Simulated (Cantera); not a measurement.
Feed: 1 mol SiO₂, 15 mol H₂, equilibrated at 1202 °C and 13300 Pa.

Equilibrium computed with Cantera from the NASA thermochemical tables; the gas is ideal and each condensed phase is pure. Candidate condensed phases: H₂O, Si, SiO₂; 18 gas species. The tables hold silica as quartz up to 1696 K and as liquid above; real silica turns to tridymite and cristobalite and melts near 1996 K. Equilibrium is a limit: real reactors are often held back by kinetics, nucleation or transport.

Base state: H₂ 1.000, H₂O 7.85e-5, SiO 7.85e-5, H 3.55e-5 (mole fractions); condensed: SiO₂(β-quartz).

What changes in the equilibrium state with this change: temperature from 1202 °C to 1727 °C?


```
species               before    after
-------------------  -------  -------
H₂                     1.000    0.950
SiO                  7.85e-5   0.0227
H₂O                  7.85e-5   0.0227
OH                     <1e-9  1.03e-5
H                    3.55e-5  0.00434
SiO₂(β-quartz), mol    0.999        0
SiO₂(l), mol               0    0.651
```
